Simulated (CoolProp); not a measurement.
Values from CoolProp's reference Helmholtz-energy equation of state, Thol 2015.

**Question.** Give the vapour pressure (kPa), liquid density (kg/m³), liquid cp (kJ/(kg K)), surface tension (mN/m) of saturated octamethylcyclotetrasiloxane (D4) at 203.45 °C.

**Answer.** 
```json
[
 {"T (°C)": "203.45", "p (kPa)": "195", "liquid density (kg/m³)": "725", "liquid cp (kJ/(kg K))": "2.07", "surface tension (mN/m)": "5.63"}
]
```

Surface tension comes from a separate correlation (Mulero 2014), older than this fluid's equation and unchecked against measurements.
